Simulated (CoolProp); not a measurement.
Vapour pressure (kPa) of CHF3 (R23): the reference equation beside estimates from Tc = 299.3 K, pc = 4832 kPa, ω = 0.263. Clausius-Clapeyron is anchored at 204.6 K with a constant enthalpy of vaporisation of 15.95 kJ/mol.

Computed with CoolProp (reference Helmholtz-energy equation of state, Penoncello 2003).

```
T (K)  reference  Clausius-Clapeyron  van der Waals  Redlich-Kwong  Soave-Redlich-Kwong
-----  ---------  ------------------  -------------  -------------  -------------------
182.1      58.32               65.36          454.7          114.4                56.99
189.6      92.66               99.15          570.3          171.2                91.19
197.1      141.4               145.7          704.1          246.9                140.0
204.6      208.2               208.2          857.4          344.8                207.4
212.2      298.7               291.3           1033          470.2                299.0
219.7      415.1               396.7           1229          623.1                417.3
227.2      563.1               529.3           1447          808.3                568.3
234.7      748.0               693.2           1688           1029                757.2
242.2      975.3               893.0           1953           1289                989.8
249.8       1255                1136           2247           1594                 1276
257.3       1585                1421           2563           1941                 1614
264.8       1977                1756           2905           2335                 2014
```

Absolute difference from the reference over all 12 rows, mean and median: Clausius-Clapeyron 6.8 and 7.2 %, van der Waals 243.1 and 176.5 %, Redlich-Kwong 50.8 and 46.8 %, Soave-Redlich-Kwong 1.2 and 1.4 %.
